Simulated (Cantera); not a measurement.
Feed: 1 mol HMDSO, 7.1 mol NO, 110 mol N2, 0.82 mol CO2, at 1400 K and 5.40 mbar.

These are equilibrium values from Cantera (NASA tables, ideal gas, pure condensed phases), not measurements of a reactor. Candidate condensed phases: C, C6H6, C7H8, C8H18, H2O, Si, SiC, SiO2, Si2N2O, Si3N4; 151 gas species. The feed counts by its element totals alone. Mutual solubility and eutectic melting of coexisting phases are not modelled. The tables hold silica as quartz up to 1696 K and as liquid above; real silica turns to tridymite and cristobalite and melts near 1996 K. The numbers say what is thermodynamically allowed, not how fast it happens.

Base state: N2 0.877, H2 0.0697, CO 0.0529, SiO 0.000138, H 1.75e-5 (mole fractions); condensed: SiO2(β-quartz) + Si2N2O(s).

Q: What changes in the equilibrium state with this change: temperature from 1400 K to 623 K?

A: 
```csv
species,before,after
N2,0.877,0.909
H2,0.0697,0.0597
CO2,2.51e-6,0.0157
CO,0.0529,0.00426
H2O,7.18e-6,0.0103
SiO,0.000138,<1e-9
CH4,1.17e-9,0.000982
H,1.75e-5,<1e-9
"SiO2(β-quartz), mol",1.27,0
"Si2N2O(s), mol",0.354,0
"C(graphite), mol",0,4.21
"SiO2(α-quartz), mol",0,2.00
```
